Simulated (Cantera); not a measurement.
Feed: 1 mol Si, 0.29 mol O₂, 1.4 mol H₂, at 2075 K and 58.0 Pa.

Cantera equilibrium calculation (NASA polynomials, part measured and part estimated; ideal gas, pure solids and liquids). Candidate condensed phases: H₂O, Si, SiO₂; 18 gas species. Gases not in the tables: Si₂H₆ and higher silanes. Equilibrium is a limit: real reactors are often held back by kinetics, nucleation or transport.

Base state: H₂ 0.521, SiO 0.233, Si 0.162, H 0.0799, Si₂ 0.00185, SiH 0.00161, Si₃ 0.000353, SiH₂ 7.71e-5 (mole fractions); condensed: gas only.

Problem. What changes in the equilibrium state with this change: Si replaced by Si₃N₄?

Solution. 
```
species     before     after
----------  ------  --------
N₂               0     0.398
H₂           0.521     0.251
Si           0.162     0.176
SiO          0.233     0.116
H           0.0799    0.0554
Si₂N             0  0.000717
SiN              0  0.000585
Si(l), mol       0      1.49
```
The tables' values for SiN are old estimates; treat these amounts as uncertain. Further candidate phases: Si₂N₂O, Si₃N₄.
